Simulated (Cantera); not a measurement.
Mixture: 8.03 % CH3OH, 18.8 % O2, 70.7 % N2, 2.49 % H2O, at 100000 Pa, adiabatic and at constant volume. Ignition delay is the time to a rise of 400 K.

Computed with Cantera and GRI-Mech 3.0 (53 species, 325 reactions). GRI-Mech 3.0 was tuned for natural gas; its chemistry of methanol as a main component is partial and can be far from experiment.

Q: Predict: delay at 1025 K; delay at 1225 K; delay at 1425 K; delay at 1625 K; delay at 1825 K; apparent activation energy between 1625 and 1825 K.

A: 
```json
{
 "delay at 1025 K": "0.292 s",
 "delay at 1225 K": "6.39 ms",
 "delay at 1425 K": "0.461 ms",
 "delay at 1625 K": "74.6 µs",
 "delay at 1825 K": "19.6 µs",
 "apparent activation energy between 1625 and 1825 K": "160 kJ/mol"
}
```
